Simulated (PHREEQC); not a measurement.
Consider water at 90 °C with 0.014 mol/kgw CuSO4, 0.15 mol/kgw HNO3 and 3.1e-05 mol/kgw H3BO3. Closed to the air; pH follows from the charge balance.

Equilibrium calculation in PHREEQC: ion-association model, phreeqc.dat.

**Question.** The ionic strength comes out as 0.179 mol/kgw. What activity coefficients do HSO4-, NO3-, SO4-2, H+, Cu+2 get?

**Answer.** HSO4- 0.72, NO3- 0.67, SO4-2 0.26, H+ 0.78, Cu+2 0.29.

This is a speciation only: nothing precipitates in the calculation. Away from 25 °C the constants follow the database's enthalpies or fits; those with neither stay at their 25 °C values.
